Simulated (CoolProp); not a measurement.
Vapour-liquid equilibrium of R22 (1) + dimethyl ether (2) at 0.762 MPa; x and y are mole fractions of (1).

Values from CoolProp's multi-fluid Helmholtz-energy mixture model, Kamei 1995 and Wu 2011; pair parameters Bell 2016.

| x | bubble temperature, mixture model (°C) | bubble temperature, Raoult's law (°C) | y, mixture model | y, Raoult's law |
|---|---|---|---|---|
| 0.05 | 34.5 | 32.8 | 0.043 | 0.084 |
| 0.2 | 35.2 | 29.0 | 0.195 | 0.305 |
| 0.35 | 34.7 | 25.6 | 0.382 | 0.488 |
| 0.5 | ___ | 22.5 | ___ | 0.640 |
| 0.65 | 28.0 | 19.6 | 0.781 | 0.768 |
| 0.8 | 21.8 | 17.0 | ___ | 0.878 |
| 0.95 | ___ | 14.6 | 0.988 | 0.972 |

**Question.** Fill in the missing entries.

**Answer.** 
- 0.5, bubble temperature, mixture model (°C): 32.5
- 0.5, y, mixture model: 0.590
- 0.8, y, mixture model: 0.917
- 0.95, bubble temperature, mixture model (°C): 15.5

The largest gap from Raoult's law is +10.0 K in bubble temperature, at x = 0.5. y crosses x between x = 0.2 and 0.35: the model has an azeotrope there.

Pair parameters are fitted to limited data, so mixtures are less certain than the pure fluids.
